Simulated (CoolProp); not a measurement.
A simple Rankine cycle with R114: condensing at 296.15 K, boiler at 1.09 MPa, turbine inlet 499 K, turbine efficiency 0.6, pump efficiency 0.6, no recuperator. Each further row changes one setting.

Computed with CoolProp (reference Helmholtz-energy equation of state, Platzer 1990). This equation is an older, rougher fit; its heat capacities, sound speeds and derivatives of the liquid may be far off and weren't checked against measurements.

```tsv
case	thermal efficiency (%)	net work (kJ/kg)	heat in (kJ/kg)	turbine exit temperature (K)	volume ratio over the turbine
as stated	7.6	(withheld)	284	467.2	5.34
condensing temperature 288.15 K	8.5	24.9	(withheld)	462.8	6.95
boiler pressure 0.763 MPa	6.1	17.5	(withheld)	474.5	3.72
turbine efficiency 0.5	(withheld)	17.8	284	471.6	5.39
```

Task: Fill in the missing entries.

Result: 
- as stated, net work (kJ/kg): 21.5
- condensing temperature 288.15 K, heat in (kJ/kg): 292
- boiler pressure 0.763 MPa, heat in (kJ/kg): 286
- turbine efficiency 0.5, thermal efficiency (%): 6.3
